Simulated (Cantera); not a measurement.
Input: 1 mol C3H6, 2.4 mol H2, 0.13 mol CO2, held at 94.0 bar.

Equilibrium computed with Cantera from the NASA thermochemical tables; the gas is ideal and each condensed phase is pure. Candidate condensed phases: C, C6H6, C7H8, C8H18, H2O; 110 gas species. The ideal-gas law is rough above about 30 bar. The numbers say what is thermodynamically allowed, not how fast it happens.

What share of the C ends up in condensed phases as a function of T (K), at 1400, 1600, 1800, 2000, 2200, 2400, 2600?


```json
[
 {"T (K)": "1400", "C condensed (%)": "61.6", "as": "C(graphite)"},
 {"T (K)": "1600", "C condensed (%)": "74.5", "as": "C(graphite)"},
 {"T (K)": "1800", "C condensed (%)": "81.9", "as": "C(graphite)"},
 {"T (K)": "2000", "C condensed (%)": "85.5", "as": "C(graphite)"},
 {"T (K)": "2200", "C condensed (%)": "86.9", "as": "C(graphite)"},
 {"T (K)": "2400", "C condensed (%)": "86.5", "as": "C(graphite)"},
 {"T (K)": "2600", "C condensed (%)": "84.0", "as": "C(graphite)"}
]
```
